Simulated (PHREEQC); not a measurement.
A column of 0.5 m (40 cells, dispersivity 0.025 m, 60 s a shift, diffusion coefficient 3e-10 m²/s) holds 0.25 eq of the database's cation exchanger X per kg of pore water, first in equilibrium with 6.5 mmol/kgw KBr, 78 mmol/kgw LiCl, 47 mmol/kgw (NH4)2SO4 and 0.01 mmol/kgw HCl. It is flushed with 40 mmol/kgw KCl, 58 mmol/kgw MgSO4 and 0.01 mmol/kgw HCl, at 25 °C. Values are for the last cell. No CO2 enters from the air. No solid was allowed to form.

The series has 31 steps of pore volumes, from 0 to 6.013.

Equilibrium calculation in PHREEQC: ion-association model, phreeqc.dat.

Question: After how many pore volumes does Mg at the outlet first reach half of its feed value?

Answer: By 2.2 pore volumes.
